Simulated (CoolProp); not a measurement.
Model: reference Helmholtz-energy equation of state, Lemmon 2006, in CoolProp. It is a short technical equation, of lower accuracy than the large ones.

Task: For nitrous oxide, give the phase and the density (kg/m³), cp (kJ/(kg K)), speed of sound (m/s), expansivity (1/kK) at 66.85 °C and 2.72 MPa; 66.85 °C and 5.43 MPa.

Result: 
- 66.85 °C and 2.72 MPa: gas; density 47.1, cp 1.06, speed of sound 268, expansivity 4.14
- 66.85 °C and 5.43 MPa: gas; density 108, cp 1.34, speed of sound 251, expansivity 6.38
